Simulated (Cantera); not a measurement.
An isothermal, constant-pressure homogeneous reactor starts with 42.1 % H2, 32.4 % O2, 25.6 % N2, equivalence ratio 0.65, at 1123 K and 210 Torr.

Model: GRI-Mech 3.0 (53 species, 325 reactions), integrated in Cantera. The temperature is held fixed by assumption; the heat of reaction is taken as removed at once.

One state of this run: x H2 = 0.00203; x O2 = 0.144; x NO = 2.25e-6; x H2O2 = 6.88e-6; x O = 0.000132. x: mole fraction; the columns are a selection and need not sum to one.

Problem. Which value of t (s) does it belong to?
A. 0.000300
B. 0.0249
C. 0.0602
D. 0.000726

Solution. D, 0.000726
